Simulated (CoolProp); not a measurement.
C3F8 (R218) at 293.15 K and 15.9 MPa is throttled through a valve to 2.08 MPa with no heat exchange. Each further row changes one setting.

Values from CoolProp's reference Helmholtz-energy equation of state, Lemmon 2006. It is a short technical equation, of lower accuracy than the large ones.

| case | temperature change (K) | final phase | final density (kg/m³) |
|---|---|---|---|
| as stated | +1.3 | liquid | ___ |
| outlet pressure 0.624 MPa | -6.7 | ___ | ___ |
| outlet pressure 2.7 MPa | +1.3 | liquid | 1370 |

### Question
Some entries are withheld; supply them.

### Answer

- as stated, final density (kg/m³): 1360
- outlet pressure 0.624 MPa, final phase: two-phase, vapour fraction 0.107
- outlet pressure 0.624 MPa, final density (kg/m³): 414
